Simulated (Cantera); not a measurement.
**Equilibrium for silicon carbide growth: CH3SiH3 + C2H2 + H2**

Feed: 1 mol CH3SiH3, 0.8 mol C2H2, 1.5 mol H2, at 76.0 mbar.

Equilibrium computed with Cantera from the NASA thermochemical tables; the gas is ideal and each condensed phase is pure. Candidate condensed phases: C, C6H6, C7H8, C8H18, Si, SiC; 87 gas species. The feed counts by its element totals alone. Gases not in the tables: Si2H6 and higher silanes. Kinetics and transport are ignored.

```json
[
 {"T (°C)": "1625", "log p H2": "-1.12", "log p H": "-3.67", "log p C2H2 (acetylene)": "-4.55", "log p Si": "-6.34", "log p SiH": "-6.96", "log p SiC2": "-7.95", "n C(graphite)": "1.60", "n SiC(s)": "1.000"},
 {"T (°C)": "1675", "log p H2": "-1.12", "log p H": "-3.51", "log p C2H2 (acetylene)": "-4.39", "log p Si": "-5.98", "log p SiH": "-6.66", "log p SiC2": "-7.47", "n C(graphite)": "1.59", "n SiC(s)": "1.000"},
 {"T (°C)": "1725", "log p H2": "-1.12", "log p H": "-3.36", "log p C2H2 (acetylene)": "-4.24", "log p Si": "-5.64", "log p SiH": "-6.36", "log p SiC2": "-7.02", "n C(graphite)": "1.59", "n SiC(s)": "1.000"},
 {"T (°C)": "1775", "log p H2": "-1.12", "log p H": "-3.21", "log p C2H2 (acetylene)": "-4.10", "log p Si": "-5.31", "log p SiH": "-6.09", "log p SiC2": "-6.60", "n C(graphite)": "1.59", "n SiC(s)": "1.000"},
 {"T (°C)": "1825", "log p H2": "-1.12", "log p H": "-3.07", "log p C2H2 (acetylene)": "-3.97", "log p Si": "-5.00", "log p SiH": "-5.82", "log p SiC2": "-6.19", "n C(graphite)": "1.59", "n SiC(s)": "0.999"},
 {"T (°C)": "1875", "log p H2": "-1.13", "log p H": "-2.94", "log p C2H2 (acetylene)": "-3.84", "log p Si": "-4.70", "log p SiH": "-5.57", "log p SiC2": "-5.80", "n C(graphite)": "1.58", "n SiC(s)": "0.998"},
 {"T (°C)": "1925", "log p H2": "-1.13", "log p H": "-2.82", "log p C2H2 (acetylene)": "-3.73", "log p Si": "-4.41", "log p SiH": "-5.33", "log p SiC2": "-5.43", "n C(graphite)": "1.58", "n SiC(s)": "0.996"}
]
```
log p: log10 of the partial pressure in bar; n: condensed amount in mol.

From 1625 °C to 1925 °C the condensed part is C(graphite) + SiC(s). The main Si-bearing gas is Si throughout.
